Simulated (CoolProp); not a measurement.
Vapour-liquid equilibrium of ethanol (1) + dimethyl carbonate (2) at 0.174 MPa; x and y are mole fractions of (1).

Values from CoolProp's multi-fluid Helmholtz-energy mixture model, Schroeder 2014 and Zhou 2011; pair parameters Bell 2016.

Task: Give the bubble temperature and the first vapour's composition at x = 0.35, 0.65, 0.8. Is there an azeotrope?

Result: x = 0.35: 365.3 K, y = 0.538; x = 0.65: 363.1 K, y = 0.681; x = 0.8: 363.2 K, y = 0.765. y crosses x between x = 0.65 and 0.8: the model has an azeotrope there.

Pair parameters are fitted to limited data, so mixtures are less certain than the pure fluids.
